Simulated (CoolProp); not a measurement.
Values from CoolProp's reference Helmholtz-energy equation of state, Schroeder 2014.

Q: For ethanol, give the phase and the Joule-Thomson coefficient (K/MPa) at 491.5 K and 101 kPa.

A: 
- 491.5 K and 101 kPa: gas; Joule-Thomson coefficient 12.5
